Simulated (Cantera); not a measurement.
A perfectly stirred reactor is fed with CH₄ : H₂O = 1 : 0.45 (molar parts), at 1500000 Pa; it is held at 1550 K, and followed from long to short residence time.

Computed with Cantera and GRI-Mech 3.0 (53 species, 325 reactions). GRI-Mech 3.0 stops at C3 and has no aromatics, soot or wall deposition, so with more carbon than oxygen in the feed, carbon stays in small species such as C2H2 where larger ones or solid carbon would form. The pressure lies above the range GRI-Mech 3.0 was tuned for (to about 10 atm).

Problem. Predict: x(CH₄) at τ = 5.00 s; x(H₂O) at τ = 5.00 s; x(CH₂) at τ = 5.00 s; x(H₂) at τ = 5.00 s; x(CH₄) at τ = 50.0 ms; x(H₂O) at τ = 50.0 ms; x(CH₂) at τ = 50.0 ms; x(H₂) at τ = 50.0 ms.

Solution. 
```
Item                     Value
---------------------  -------
x(CH₄) at τ = 5.00 s     0.309
x(H₂O) at τ = 5.00 s     0.115
x(CH₂) at τ = 5.00 s   1.02e-9
x(H₂) at τ = 5.00 s      0.428
x(CH₄) at τ = 50.0 ms    0.394
x(H₂O) at τ = 50.0 ms    0.257
x(CH₂) at τ = 50.0 ms  2.15e-9
x(H₂) at τ = 50.0 ms     0.252
```
